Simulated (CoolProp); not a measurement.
Fluoroethane (R161) at several states: Z from the reference equation and from simpler models built on Tc = 375.2 K, pc = 5.010 MPa, ω = 0.216; each cubic takes its own stable root.

The numbers come from the reference Helmholtz-energy equation of state, Wu 2012 in CoolProp.

```csv
T (K),p (MPa),phase,reference,van der Waals,Redlich-Kwong,Peng-Robinson
269.8,5,liquid,0.1385,0.2391,0.1674,0.1438
432.1,0.198,gas,0.9912,0.9917,0.9911,0.9904
448.5,0.662,gas,0.9738,0.9743,0.9731,0.9715
```
